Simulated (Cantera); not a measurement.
**Ignition delay**

Mixture: CH4 : CO : O2 : N2 : CO2 = 1 : 1.4 : 1.93 : 7.25 : 0.47 (molar parts), equivalence ratio 1.4, at 9.28 atm, adiabatic and at constant volume. Ignition delay is the time to a rise of 400 K.

Model: GRI-Mech 3.0 (53 species, 325 reactions), integrated in Cantera.

```json
[
 {"T0 (K)": "1150", "delay (ms)": "26.7"},
 {"T0 (K)": "1200", "delay (ms)": "12.4"},
 {"T0 (K)": "1250", "delay (ms)": "6.00"},
 {"T0 (K)": "1300", "delay (ms)": "3.04"},
 {"T0 (K)": "1350", "delay (ms)": "1.60"},
 {"T0 (K)": "1400", "delay (ms)": "0.866"},
 {"T0 (K)": "1450", "delay (ms)": "0.485"}
]
```

| Item | Result |
|---|---|
| apparent activation energy between 1350 and 1450 K | 190 kJ/mol |
